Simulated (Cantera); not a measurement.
borazine + H₂O + H₂ (boron, boron nitride and boron oxide)

A closed system holds: 1 mol borazine, 2.5 mol H₂O, 21 mol H₂, held at 0.100 bar.

Cantera equilibrium calculation (NASA polynomials, part measured and part estimated; ideal gas, pure solids and liquids). Candidate condensed phases: B, BN, B₂O₃, B₃O₃H₃, H₂O; 39 gas species. The feed counts by its element totals alone. Mutual solubility and eutectic melting of coexisting phases are not modelled. Gases not in the tables: H₃BO₃. Kinetics and transport are ignored.

```csv
T (°C),x H₂,x N₂,x HBO,x HBO₂,x B₂O₃,n BN(s),n B₂O₃(l)
550,0.969,0.0300,5.38e-12,3.28e-8,<1e-12,1.36,0.820
650,0.969,0.0300,5.77e-10,5.34e-7,<1e-12,1.36,0.821
750,0.969,0.0300,2.43e-8,4.86e-6,9.82e-11,1.36,0.821
850,0.969,0.0301,5.18e-7,2.91e-5,6.19e-9,1.36,0.821
950,0.969,0.0301,6.59e-6,0.000127,1.92e-7,1.36,0.820
1050,0.968,0.0300,5.65e-5,0.000438,3.48e-6,1.36,0.814
1150,0.967,0.0300,0.000355,0.00125,4.10e-5,1.36,0.796
1250,0.964,0.0299,0.00173,0.00306,0.000345,1.36,0.742
1350,0.953,0.0300,0.00689,0.00665,0.00220,1.34,0.572
```
x: gas mole fraction; n: condensed amount in mol.

From 550 °C to 1350 °C the condensed part is BN(s) + B₂O₃(l).
